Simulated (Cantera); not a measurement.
A perfectly stirred reactor is fed with C₂H₆ : N₂ = 1 : 18 (molar parts), at 240 Pa; it is held at 1150 K, and followed from long to short residence time.

Detailed kinetics in Cantera: GRI-Mech 3.0 (53 species, 325 reactions). GRI-Mech 3.0 stops at C3 and has no aromatics, soot or wall deposition, so with more carbon than oxygen in the feed, carbon stays in small species such as C2H2 where larger ones or solid carbon would form. Radical loss at walls, strong at low pressure, is not modelled.

Task: What does this change do: temperature 1150 to 1273 K?

Result: 
```
quantity                  before     after
----------------------  --------  --------
x(C₂H₆) at τ = 1.90 s     0.0264   0.00530
x(H₂) at τ = 1.90 s       0.0211    0.0451
x(CH₂) at τ = 1.90 s     1.14e-8   1.48e-7
x(CH₄) at τ = 1.90 s     0.00588    0.0176
x(CH₃) at τ = 1.90 s    0.000137  0.000430
x(C₂H₆) at τ = 36.0 ms    0.0525    0.0487
x(H₂) at τ = 36.0 ms    0.000126   0.00280
x(CH₂) at τ = 36.0 ms   4.92e-10   1.50e-7
x(CH₄) at τ = 36.0 ms    1.76e-5  0.000665
x(CH₃) at τ = 36.0 ms    2.75e-5  0.000593
```
